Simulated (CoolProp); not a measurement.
Model: reference Helmholtz-energy equation of state, Kamei 1995, in CoolProp.

**Question.** For R22, give the phase and the cv (kJ/(kg K)), Joule-Thomson coefficient (K/MPa), isothermal compressibility (1/MPa), expansivity (1/kK) at -89.55 °C and 3.63 MPa; 33.85 °C and 3.63 MPa.

**Answer.** 
- -89.55 °C and 3.63 MPa: liquid; cv 0.667, Joule-Thomson coefficient -0.421, isothermal compressibility 0.000862, expansivity 1.69
- 33.85 °C and 3.63 MPa: liquid; cv 0.698, Joule-Thomson coefficient 0.0436, isothermal compressibility 0.00558, expansivity 3.47
